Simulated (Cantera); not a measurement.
# HCl + O2 + N2 (abatement and gas-phase synthesis)

Feed: 1 mol HCl, 0.043 mol O2, 1.1 mol N2, held at 2873.15 K.

Cantera equilibrium calculation (NASA polynomials, part measured and part estimated; ideal gas, pure solids and liquids). Candidate condensed phases: H2O, NH4Cl; 29 gas species. The ideal-gas law is rough above about 30 bar. Equilibrium is a limit: real reactors are often held back by kinetics, nucleation or transport.

From 10.0 Pa to 3.00e7 Pa nothing is condensed.

```
P (Pa)     x N2    x HCl    x Cl       x H      x H2    x H2O       x O     x Cl2
--------  -----  -------  ------  --------  --------  -------  --------  --------
10        0.346  0.00128   0.313     0.311  0.000877  1.13e-6    0.0267   1.69e-7
65        0.350  0.00795   0.310     0.299   0.00526  4.29e-5    0.0259   1.08e-6
420       0.369   0.0400   0.296     0.245    0.0227  0.00104    0.0224   6.31e-6
2700      0.411    0.123   0.252     0.137    0.0459  0.00798    0.0133   2.95e-5
17000     0.454    0.226   0.188    0.0537    0.0443   0.0193   0.00530  0.000103
110000    0.481    0.309   0.129    0.0165    0.0270   0.0273   0.00190  0.000317
720000    0.496    0.359  0.0903   0.00420    0.0115   0.0309  0.000772   0.00101
4700000   0.503    0.384  0.0664  0.000936   0.00372   0.0314  0.000371   0.00356
30000000  0.508    0.396  0.0457  0.000219   0.00130   0.0315  0.000166    0.0108
```
x: gas mole fraction; nothing condenses.
